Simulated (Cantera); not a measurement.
## Low-pressure radical oxidation in H2/O2

An isothermal, constant-pressure homogeneous reactor starts with 17.4 % H2, 82.6 % O2, at 1200 K and 11.3 Torr.

Model: the H2/O2 subset of GRI-Mech 3.0, which has no nitrogen chemistry, integrated in Cantera. Radical loss at walls, strong at low pressure, is not modelled. The temperature is held fixed by assumption; the heat of reaction is taken as removed at once.

| t (s) | x H2 | x O2 | x OH | x H2O | x O | x HO2 |
|---|---|---|---|---|---|---|
| 2.00e-6 | 0.174 | 0.826 | 6.36e-12 | <1e-12 | 6.48e-12 | 2.96e-10 |
| 5.11e-6 | 0.174 | 0.826 | 3.88e-11 | 4.08e-12 | 4.08e-11 | 7.57e-10 |
| 1.30e-5 | 0.174 | 0.826 | 2.18e-10 | 6.01e-11 | 2.45e-10 | 1.93e-9 |
| 3.33e-5 | 0.174 | 0.826 | 1.08e-9 | 7.95e-10 | 1.38e-9 | 4.94e-9 |
| 8.50e-5 | 0.174 | 0.826 | 5.39e-9 | 9.89e-9 | 8.16e-9 | 1.26e-8 |
| 0.000217 | 0.174 | 0.826 | 5.68e-8 | 1.91e-7 | 9.29e-8 | 3.26e-8 |
| 0.000554 | 0.173 | 0.826 | 1.02e-5 | 3.98e-5 | 1.69e-5 | 1.82e-7 |
| 0.00141 | 0.0161 | 0.733 | 0.0114 | 0.123 | 0.0573 | 8.82e-6 |
| 0.00361 | 0.00636 | 0.739 | 0.00844 | 0.146 | 0.0585 | 9.18e-6 |
| 0.00922 | 0.00410 | 0.769 | 0.00688 | 0.166 | 0.0347 | 9.49e-6 |
| 0.0235 | 0.00133 | 0.797 | 0.00394 | 0.183 | 0.0107 | 7.84e-6 |
| 0.0601 | 0.000219 | 0.808 | 0.00159 | 0.189 | 0.00173 | 3.64e-6 |
| 0.153 | 3.28e-5 | 0.809 | 0.000622 | 0.190 | 0.000261 | 9.96e-7 |
| 0.392 | 6.30e-6 | 0.810 | 0.000275 | 0.190 | 5.11e-5 | 2.50e-7 |
| 1.00 | 1.55e-6 | 0.810 | 0.000138 | 0.190 | 1.28e-5 | 7.21e-8 |
x: mole fraction; the columns are a selection and need not sum to one.

Equilibrium at this temperature and pressure: H2 2.21e-8, O2 0.810, OH 1.66e-5, H2O 0.190, O 1.85e-7, HO2 1.78e-8 (gas phase only).
